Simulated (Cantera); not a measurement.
## NO annealing gas

An isothermal, constant-pressure homogeneous reactor starts with 79.4 % NO, 20.6 % N₂, at 1900 K and 100.0 Torr.

Cantera simulation using GRI-Mech 3.0 (53 species, 325 reactions); the numbers are that mechanism's predictions, not measurements.

| t (s) | x NO | x N₂O | x NO₂ | x O₂ | x N₂ | x O |
|---|---|---|---|---|---|---|
| 2.00e-6 | 0.794 | 9.08e-8 | 1.30e-10 | 8.78e-12 | 0.206 | 9.07e-8 |
| 1.18e-5 | 0.794 | 5.34e-7 | 4.47e-9 | 3.03e-10 | 0.206 | 5.31e-7 |
| 6.93e-5 | 0.794 | 3.13e-6 | 1.49e-7 | 1.03e-8 | 0.206 | 3.02e-6 |
| 0.000408 | 0.794 | 1.79e-5 | 4.10e-6 | 3.41e-7 | 0.206 | 1.50e-5 |
| 0.00240 | 0.793 | 8.97e-5 | 5.30e-5 | 1.66e-5 | 0.206 | 5.69e-5 |
| 0.0141 | 0.792 | 0.000237 | 0.000116 | 0.000513 | 0.207 | 0.000102 |
| 0.0833 | 0.785 | 0.000251 | 0.000137 | 0.00422 | 0.211 | 0.000117 |
| 0.490 | 0.741 | 0.000216 | 0.000212 | 0.0260 | 0.232 | 0.000170 |
| 2.89 | 0.523 | 9.82e-5 | 0.000313 | 0.135 | 0.341 | 0.000317 |
| 17.0 | 0.0975 | 3.19e-6 | 9.40e-5 | 0.348 | 0.554 | 0.000487 |
| 100 | 0.00821 | 1.30e-7 | 8.42e-6 | 0.392 | 0.599 | 0.000515 |
x: mole fraction; the columns are a selection and need not sum to one.

Equilibrium at this temperature and pressure: NO 0.00687, N₂O 1.24e-7, NO₂ 7.05e-6, O₂ 0.393, N₂ 0.600, O 0.000515 (gas phase only).
